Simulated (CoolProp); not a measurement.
A single-stage vapour-compression cycle with R134a: evaporating at 217.15 K (dew point), condensing at 263.15 K (bubble point), superheat 2 K, subcooling 5 K, compressor efficiency 0.8, no pressure losses. Each further row changes one setting.

Values from CoolProp's reference Helmholtz-energy equation of state, Tillner-Roth 1994.

```tsv
case	cooling COP	pressure ratio	discharge temperature (K)	refrigerating effect (kJ/kg)	volumetric capacity (kJ/m³)
as stated	3.27	9.78	297.2	185	216
evaporating temperature 222.15 K	3.83	7.22	292.3	188	291
condensing temperature 258.15 K	3.75	7.99	290.0	192	223
subcooling 10 K	3.38	9.78	297.2	192	223
superheat 12 K	3.25	9.78	308.3	192	214
compressor efficiency 0.7	2.86	9.78	306.5	185	216
```
